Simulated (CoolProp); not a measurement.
The numbers come from the reference Helmholtz-energy equation of state, Lemmon 2006 in CoolProp. It is a short technical equation, of lower accuracy than the large ones.

For acetone, give the phase and the density (kg/m³), cp (kJ/(kg K)), expansivity (1/kK) at 208.15 °C and 49 bar; 238.25 °C and 49 bar.


- 208.15 °C and 49 bar: liquid; density 518, cp 3.19, expansivity 5.33
- 238.25 °C and 49 bar: supercritical; density 239, cp 47.6, expansivity 334
